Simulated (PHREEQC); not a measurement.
**Metal-bearing waste water: an equilibrium model**

Consider water at 45 °C with 87 mmol/kgw MnSO4, 0.52 mmol/kgw MgSO4, 0.24 mmol/kgw HCl and 3.5 mmol/kgw Na2SO4. Closed to the air; pH follows from the charge balance.

The numbers come from PHREEQC with the ion-association model, phreeqc.dat.

Each row changes one thing in this solution. No solid was allowed to form.

| case | pH | ionic strength (mol/kgw) | SO4-2 (mol/kgw) | NaSO4- (mol/kgw) | MgSO4 (mol/kgw) | Mg+2 (mol/kgw) | SI of Halite (NaCl) |
|---|---|---|---|---|---|---|---|
| as made | 4.22 | 0.179 | 0.0454 | 0.000487 | 0.000323 | 0.000197 | -7.69 |
| MgSO4 from 0.00052 to 0.00026 mol/kgw | 4.22 | 0.179 | 0.0453 | 0.000487 | 0.000161 | 9.85e-5 | -7.69 |
| temperature from 45 to 20 °C | 4.10 | 0.208 | 0.0524 | 0.000484 | 0.000263 | 0.000257 | -7.67 |
| 0.012 mol/kgw KBr added | 4.22 | 0.194 | 0.0453 | 0.000475 | 0.000317 | 0.000203 | -7.69 |
| MnSO4 left out | 3.80 | 0.0118 | 0.00367 | 9.12e-5 | 0.000190 | 0.000330 | -7.47 |

Away from 25 °C the constants follow the database's enthalpies or fits; those with neither stay at their 25 °C values.
